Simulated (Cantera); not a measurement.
Mixture: H2 : O2 : N2 = 1 : 0.515 : 3.14 (molar parts), equivalence ratio 0.97, at 0.440 bar, adiabatic and at constant pressure. Ignition delay is the time to a rise of 400 K.

Computed with Cantera and GRI-Mech 3.0 (53 species, 325 reactions). Where the delays flatten at high temperature, the 400 K rule measures the pace of heat release, not the induction time.

Q: What does this change do: H2 1 to 0.45 parts?

A: 
```json
[
 {"quantity": "delay at 1100 K", "before": "0.267 ms", "after": "0.340 ms"},
 {"quantity": "delay at 1200 K", "before": "0.169 ms", "after": "0.248 ms"},
 {"quantity": "delay at 1300 K", "before": "0.129 ms", "after": "0.224 ms"},
 {"quantity": "delay at 1400 K", "before": "0.114 ms", "after": "0.231 ms"},
 {"quantity": "delay at 1500 K", "before": "0.113 ms", "after": "0.258 ms"},
 {"quantity": "delay at 1600 K", "before": "0.121 ms", "after": "0.299 ms"}
]
```
